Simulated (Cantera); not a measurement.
**Transport properties of process gases**

Gas mixture: C2H6 = 0.83 (molar parts), at 9.87 atm, frozen composition.

Cantera's kinetic-theory transport with the Lennard-Jones parameters of GRI-Mech 3.0, ideal gas; thermal conductivity in the multicomponent form. The composition is frozen, though it would react at the higher temperatures.

```tsv
T (K)	ρ (kg/m³)	cp (J/kg/K)	μ (µPa s)	λ (mW/m/K)	Pr	D (cm²/s) OH	D (cm²/s) O	D (cm²/s) N2
400	9.04	2167	12.3	35.5	0.752	0.0380	0.0388	0.0253
600	6.03	2972	17.4	68.8	0.753	0.0773	0.0788	0.0518
800	4.52	3591	21.8	104	0.753	0.126	0.129	0.0849
1000	3.62	4080	25.7	140	0.751	0.184	0.188	0.124
1200	3.01	4449	29.3	174	0.750	0.250	0.255	0.169
1400	2.58	4736	32.6	206	0.748	0.324	0.330	0.218
1600	2.26	4957	35.7	237	0.747	0.404	0.412	0.273
```
D: mixture-averaged diffusion coefficient of that species in the mixture.
